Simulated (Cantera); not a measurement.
**CH3SiCl3 + C2H4 + H2 (silicon carbide growth)**

Input: 1 mol CH3SiCl3, 0.023 mol C2H4, 4.5 mol H2, at 23000 Pa.

Cantera equilibrium calculation (NASA polynomials, part measured and part estimated; ideal gas, pure solids and liquids). Candidate condensed phases: C, C6H6, C7H8, C8H18, Si, SiC; 109 gas species. The feed counts by its element totals alone. The tables' values for SiCl, SiCl3 are old estimates; treat these amounts as uncertain. Gases not in the tables: Si2H6 and higher silanes. Equilibrium is a limit: real reactors are often held back by kinetics, nucleation or transport.

From 1000 K to 2500 K the condensed part is C(graphite) + SiC(s). The main Si-bearing gas is SiCl4 at 1000 K and SiCl2 at 2500 K. The share of Si in condensed phases is highest at 1600 K (90.5 %) and lowest at 1000 K (42.2 %).

```tsv
T (K)	x H2	x HCl	x SiCl4	x SiCl2	x H	x CH4	x Cl	n C(graphite)	n SiC(s)
1000	0.797	0.105	0.0796	9.13e-6	4.23e-9	0.0140	5.17e-10	0.528	0.422
1150	0.738	0.204	0.0507	0.000152	1.34e-7	0.00293	3.25e-8	0.420	0.605
1300	0.671	0.299	0.0235	0.00105	1.89e-6	0.000815	7.10e-7	0.253	0.787
1450	0.631	0.354	0.00731	0.00364	1.57e-5	0.000303	7.15e-6	0.154	0.889
1600	0.620	0.367	0.00181	0.00789	8.93e-5	0.000144	4.18e-5	0.139	0.905
1750	0.620	0.363	0.000467	0.0134	0.000382	8.08e-5	0.000172	0.165	0.880
1900	0.624	0.352	0.000137	0.0200	0.00131	5.04e-5	0.000556	0.205	0.837
2050	0.628	0.338	4.50e-5	0.0270	0.00375	3.38e-5	0.00149	0.249	0.786
2200	0.629	0.321	1.64e-5	0.0339	0.00932	2.39e-5	0.00346	0.290	0.731
2350	0.624	0.301	6.44e-6	0.0400	0.0205	1.74e-5	0.00710	0.323	0.666
2500	0.607	0.276	2.62e-6	0.0444	0.0408	1.27e-5	0.0131	0.360	0.555
```
x: gas mole fraction; n: condensed amount in mol.
